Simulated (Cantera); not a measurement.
Feed: 1 mol NiS, 0.91 mol H2, 38 mol N2, held at 1350 K and 0.00280 bar.

Equilibrium computed with Cantera from the NASA thermochemical tables; the gas is ideal and each condensed phase is pure. Candidate condensed phases: Ni, NiS, NiS2, Ni3S2, Ni3S4, S; 17 gas species. Equilibrium is a limit: real reactors are often held back by kinetics, nucleation or transport.

Base state: N2 0.973, H2 0.0226, S2 0.00392, H2S 0.000611, SH 7.87e-5 (mole fractions); condensed: Ni3S2(l).

Question: What changes in the equilibrium state with this change: NiS replaced by PbS?

Answer: 
```json
[
 {"species": "N2", "before": "0.973", "after": "0.949"},
 {"species": "H2", "before": "0.0226", "after": "0.0221"},
 {"species": "PbS", "before": "0", "after": "0.0175"},
 {"species": "Pb", "before": "0", "after": "0.00747"},
 {"species": "S2", "before": "0.00392", "after": "0.00342"},
 {"species": "H2S", "before": "0.000611", "after": "0.000558"},
 {"species": "SH", "before": "7.87e-5", "after": "7.27e-5"},
 {"species": "Ni3S2(l), mol", "before": "0.333", "after": "0"}
]
```
Further candidate phases: Pb, PbS.

Question: What changes in the equilibrium state with this change: temperature from 1350 K to 1900 K?

Answer: 
| species | before | after |
|---|---|---|
| N2 | 0.973 | 0.942 |
| H2 | 0.0226 | 0.0210 |
| Ni | 2.19e-7 | 0.0192 |
| S2 | 0.00392 | 0.00951 |
| NiS | 5.28e-7 | 0.00194 |
| S | 6.97e-6 | 0.00294 |
| Ni3S2(l), mol | 0.333 | 0 |
| Ni(l), mol | 0 | 0.148 |
